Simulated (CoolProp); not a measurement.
A single-stage vapour-compression cycle with R245fa: evaporating at 318.15 K (dew point), condensing at 357.15 K (bubble point), superheat 8 K, subcooling 8 K, compressor efficiency 0.65, no pressure losses. Each further row changes one setting.

Values from CoolProp's reference Helmholtz-energy equation of state, Akasaka 2015.

| case | cooling COP | pressure ratio | discharge temperature (K) | refrigerating effect (kJ/kg) | volumetric capacity (kJ/m³) |
|---|---|---|---|---|---|
| as stated | ? | 2.96 | 367.2 | 143 | 2260 |
| evaporating temperature 323.15 K | ? | 2.53 | ? | 147 | ? |
| condensing temperature 352.15 K | 5.48 | ? | 362.3 | 150 | 2380 |
| subcooling 13 K | 4.87 | 2.96 | 367.2 | 150 | 2380 |
| superheat 18 K | 4.73 | 2.96 | 377.1 | 153 | ? |
| compressor efficiency 0.55 | ? | 2.96 | 372.2 | 143 | 2260 |

Q: Fill in the missing entries.

A: 
- as stated, cooling COP: 4.63
- evaporating temperature 323.15 K, cooling COP: 5.53
- evaporating temperature 323.15 K, discharge temperature (K): 366.7
- evaporating temperature 323.15 K, volumetric capacity (kJ/m³): 2700
- condensing temperature 352.15 K, pressure ratio: 2.61
- superheat 18 K, volumetric capacity (kJ/m³): 2320
- compressor efficiency 0.55, cooling COP: 3.92
